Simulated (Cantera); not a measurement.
Cantera run:

```python
import numpy as np
import cantera as ct

gas_names = """
    Fe H H2 H2S N NH NH2 NH3 N2 N2H2 N2H4 S SH SN S2 S8
""".split()
cond_names = """
    Fe(a) Fe(c) Fe(d) Fe(L) FeS(a) FeS(b) FeS(c) FeS(L) FeS2(s) S(cr1) S(cr2) S(L)
""".split()


# ... load() reads the species with a 1 bar reference pressure and builds the phases ...
atoms = {
    'FeS2': {'Fe': 1, 'S': 2},
    'H2': {'H': 2},
    'N2': {'N': 2},
}
top_T = {'FeS2(s)': 1010}  # K; cautious upper limits of use, not melting points


# ... equilibrate(T, P, feed) seeds the gas with the atoms and calls Mixture.equilibrate('TP', solver="vcs", rtol=1e-11, max_steps=5000) ...
results = []
feed = {'FeS2': 1, 'H2': 1.8, 'N2': 3.7}  # mol
P = 10000  # Pa
for T in [1723, 1773, 1823, 1873, 1923, 1973, 2023, 2073, 2123]:
    mix = equilibrate(T, P, feed)
    results.append((T, P, feed, dict(zip(mix.species_names, mix.species_moles))))

top = {s: max(r[3][s] / sum(r[3][g] for g in gas_names) for r in results) for s in gas_names}
cols = sorted((s for s in top if top[s] > 0.001), key=lambda s: -top[s])[:7]
seen = [c for c in cond_names if any(r[3].get(c, 0) > 1e-12 for r in results)]
print("log10 of partial pressures in bar; condensed amounts in mol")
print(f"{'T/K':>10s}" + "".join(f"{s[:9]:>10s}" for s in cols + seen))
for T, P, feed, n in results:
    ng = sum(n[g] for g in gas_names)
    print(f"{T:10.4g}" + "".join(f"{np.log10(max(n[s] / ng * P / 1e5, 1e-99)):10.3f}" for s in cols)
          + "".join(f"{n.get(c, 0):10.4g}" for c in seen))
```

It prints:

```
log10 of partial pressures in bar; condensed amounts in mol
       T/K        N2        H2        S2       H2S        SH        Fe         H    FeS(L)
      1723    -1.203    -1.567    -2.177    -2.504    -3.329    -5.788    -4.523    0.9999
      1773    -1.204    -1.562    -2.167    -2.572    -3.258    -5.352    -4.327    0.9997
      1823    -1.205    -1.558    -2.160    -2.637    -3.192    -4.940    -4.142    0.9993
      1873    -1.206    -1.555    -2.155    -2.701    -3.132    -4.550    -3.968    0.9983
      1923    -1.207    -1.553    -2.151    -2.763    -3.076    -4.180    -3.803    0.9961
      1973    -1.209    -1.553    -2.149    -2.824    -3.023    -3.829    -3.646    0.9911
      2023    -1.211    -1.553    -2.146    -2.882    -2.974    -3.497    -3.498    0.9809
      2073    -1.214    -1.556    -2.142    -2.939    -2.927    -3.182    -3.358    0.9602
      2123    -1.219    -1.562    -2.133    -2.994    -2.882    -2.884    -3.226    0.9201
```

Equilibrium computed with Cantera from the NASA thermochemical tables; the gas is ideal and each condensed phase is pure. FeS: taken at fixed stoichiometry.
